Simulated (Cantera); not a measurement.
Cantera run:

```python
import numpy as np
import cantera as ct

gas_names = [...]  # 95 gases of nasa_gas.yaml made of C, F, H
cond_names = """
    C(gr) C6H6(L) C7H8(L) C8H18(L),n-octa
""".split()


# ... load() reads the species with a 1 bar reference pressure and builds the phases ...
atoms = {
    'CH2F2': {'C': 1, 'H': 2, 'F': 2},
    'F2': {'F': 2},
    'H2': {'H': 2},
}
top_T = {'C(gr)': 4500}  # K; cautious upper limits of use, not melting points


# ... equilibrate(T, P, feed) seeds the gas with the atoms and calls Mixture.equilibrate('TP', solver="vcs", rtol=1e-11, max_steps=5000) ...
results = []
T = 3098.15  # K
P = 100000  # Pa
for m in [1, 2.3, 3.5, 4.8, 6, 7.3, 8.6]:
    feed = {'CH2F2': 1, 'F2': 0.055, 'H2': m}  # mol
    mix = equilibrate(T, P, feed)
    results.append((T, P, feed, dict(zip(mix.species_names, mix.species_moles))))

top = {s: max(r[3][s] / sum(r[3][g] for g in gas_names) for r in results) for s in gas_names}
cols = sorted((s for s in top if top[s] > 1e-05), key=lambda s: -top[s])[:7]
seen = [c for c in cond_names if any(r[3].get(c, 0) > 1e-12 for r in results)]
print("log10 of partial pressures in bar; condensed amounts in mol")
print(f"{'n(H2)':>10s}" + "".join(f"{s[:9]:>10s}" for s in cols + seen))
for T, P, feed, n in results:
    ng = sum(n[g] for g in gas_names)
    print(f"{feed['H2']:10.4g}" + "".join(f"{np.log10(max(n[s] / ng * P / 1e5, 1e-99)):10.3f}" for s in cols)
          + "".join(f"{n.get(c, 0):10.4g}" for c in seen))
```

Output:

```
log10 of partial pressures in bar; condensed amounts in mol
     n(H2)        HF        H2         H C2H2,acet       C2H         F      C4H2     C(gr)
         1    -0.186    -0.650    -1.000    -1.736    -2.792    -2.670    -3.202    0.8508
       2.3    -0.347    -0.418    -0.884    -1.504    -2.676    -2.946    -2.970    0.6496
       3.5    -0.455    -0.336    -0.843    -1.422    -2.635    -3.096    -2.888    0.4629
       4.8    -0.548    -0.287    -0.818    -1.373    -2.611    -3.213    -2.839    0.2604
         6    -0.620    -0.259    -0.804    -1.345    -2.596    -3.299    -2.811   0.07331
       7.3    -0.685    -0.233    -0.792    -1.373    -2.637    -3.377    -2.891         0
       8.6    -0.743    -0.214    -0.782    -1.424    -2.698    -3.444    -3.015         0
```

These are equilibrium values from Cantera (NASA tables, ideal gas, pure condensed phases), not measurements of a reactor.
